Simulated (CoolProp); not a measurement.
A single-stage vapour-compression cycle with CH2F2 (R32): evaporating at 224.15 K (dew point), condensing at 266.15 K (bubble point), superheat 2 K, subcooling 5 K, compressor efficiency 0.9, no pressure losses. Each further row changes one setting.

The numbers come from the reference Helmholtz-energy equation of state, Tillner-Roth 1997 in CoolProp.

```json
[
 {"case": "as stated", "cooling COP": "4.07", "pressure ratio": "5.58", "discharge temperature (K)": "329.5", "refrigerating effect (kJ/kg)": "320", "volumetric capacity (kJ/m³)": "1070"},
 {"case": "evaporating temperature 229.15 K", "cooling COP": "___", "pressure ratio": "4.38", "discharge temperature (K)": "319.8", "refrigerating effect (kJ/kg)": "323", "volumetric capacity (kJ/m³)": "1360"},
 {"case": "condensing temperature 261.15 K", "cooling COP": "___", "pressure ratio": "4.69", "discharge temperature (K)": "318.1", "refrigerating effect (kJ/kg)": "329", "volumetric capacity (kJ/m³)": "1100"},
 {"case": "subcooling 10 K", "cooling COP": "4.17", "pressure ratio": "5.58", "discharge temperature (K)": "329.5", "refrigerating effect (kJ/kg)": "329", "volumetric capacity (kJ/m³)": "1100"},
 {"case": "superheat 12 K", "cooling COP": "3.98", "pressure ratio": "5.58", "discharge temperature (K)": "342.5", "refrigerating effect (kJ/kg)": "329", "volumetric capacity (kJ/m³)": "___"},
 {"case": "compressor efficiency 0.8", "cooling COP": "3.62", "pressure ratio": "5.58", "discharge temperature (K)": "___", "refrigerating effect (kJ/kg)": "320", "volumetric capacity (kJ/m³)": "1070"}
]
```

Complete the blanks.


- evaporating temperature 229.15 K, cooling COP: 4.83
- condensing temperature 261.15 K, cooling COP: 4.72
- superheat 12 K, volumetric capacity (kJ/m³): 1050
- compressor efficiency 0.8, discharge temperature (K): 339.7
